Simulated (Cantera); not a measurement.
An adiabatic, constant-pressure homogeneous reactor starts with CH4 : C2H6 : O2 : N2 = 1 : 0.22 : 4.13 : 15.5 (molar parts), equivalence ratio 0.67, at 1473 K and 3.40 bar.

Detailed kinetics in Cantera: GRI-Mech 3.0 (53 species, 325 reactions).

### Question
Predict: time of steepest temperature rise; temperature at 0.100 s; equilibrium temperature; x(O2) at 0.100 s; x(H) at 0.100 s; x(CO2) at 0.100 s.

### Answer
| Property | Result |
|---|---|
| time of steepest temperature rise | 78.7 µs |
| temperature at 0.100 s | 2622 K |
| equilibrium temperature | 2622 K |
| x(O2) at 0.100 s | 0.0585 (gas-phase equilibrium 0.0585) |
| x(H) at 0.100 s | 0.00120 (gas-phase equilibrium 0.00120) |
| x(CO2) at 0.100 s | 0.0589 (gas-phase equilibrium 0.0589) |
